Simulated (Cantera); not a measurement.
A closed system holds: 1 mol Pb, 0.085 mol O2, 61 mol H2, at 310 Pa.

These are equilibrium values from Cantera (NASA tables, ideal gas, pure condensed phases), not measurements of a reactor. Candidate condensed phases: H2O, Pb, PbO, PbO2, Pb3O4; 12 gas species. Kinetics and transport are ignored.

Which condensed phases are stable at each of these points (T (K)): 550, 650, 750, 850, 950, 1050, 1150, 1250, 1350, 1450, 1550?


```
T (K)  condensed phases  Pb condensed (%)
-----  ----------------  ----------------
550               Pb(s)             100.0
650               Pb(l)             100.0
750               Pb(l)             100.0
850               Pb(l)              99.4
950               Pb(l)              90.1
1050              Pb(l)               7.1
1150           gas only               0.0
1250           gas only               0.0
1350           gas only               0.0
1450           gas only               0.0
1550           gas only               0.0
```

At 550 K the condensed part is Pb(s). From 650 K to 1050 K the condensed part is Pb(l). From 1150 K to 1550 K nothing is condensed.
